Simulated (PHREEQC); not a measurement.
A solution holds 78 mmol/kgw CuCl2, 0.051 mmol/kgw HCl and 6.8 mmol/kgw NaCl, at 25 °C. Closed to the air; pH follows from the charge balance.

Model: ion-association model, phreeqc.dat, run in PHREEQC.

No solid was allowed to form.

### Question
Order these Cl species by the share of Cl that they hold, largest first: CuCl2, CuCl+, Cl-.

### Answer
Cl- (94 %), CuCl+ (5.5 %), CuCl2 (0.43 %)

### Question
Order these Cu species by the share of Cu that they hold, largest first: CuCl2, Cu+2, CuCl+.

### Answer
Cu+2 (88 %), CuCl+ (11 %), CuCl2 (0.45 %)

The pH is 4.17 and the ionic strength 0.222 mol/kgw. Species that the database lacks are ignored.
